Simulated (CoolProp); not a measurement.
n-dodecane along the isobar 66.8 bar: fugacity coefficient from the reference equation and from simpler models built on Tc = 385.0 °C, pc = 18.18 bar, ω = 0.574; each cubic takes its own stable root.

Computed with CoolProp (reference Helmholtz-energy equation of state, Lemmon 2004). It is a short technical equation, of lower accuracy than the large ones.

| T (°C) | phase | reference | van der Waals | Redlich-Kwong | Peng-Robinson |
|---|---|---|---|---|---|
| 283.65 | liquid | 0.07703 | 0.2095 | 0.1347 | 0.08189 |
| 290.05 | liquid | 0.08469 | 0.2171 | 0.1431 | 0.09012 |
| 296.35 | liquid | 0.09266 | 0.2247 | 0.1517 | 0.09872 |
| 302.65 | liquid | 0.1011 | 0.2323 | 0.1604 | 0.1078 |
| 308.95 | liquid | 0.1099 | 0.2400 | 0.1694 | 0.1174 |
| 315.25 | liquid | 0.1192 | 0.2478 | 0.1785 | 0.1274 |
| 321.55 | liquid | 0.1289 | 0.2556 | 0.1878 | 0.1379 |
| 327.95 | liquid | 0.1391 | 0.2635 | 0.1974 | 0.1490 |
| 334.25 | liquid | 0.1496 | 0.2714 | 0.2071 | 0.1605 |
| 340.55 | liquid | 0.1605 | 0.2794 | 0.2169 | 0.1723 |
| 346.85 | liquid | 0.1718 | 0.2874 | 0.2268 | 0.1846 |
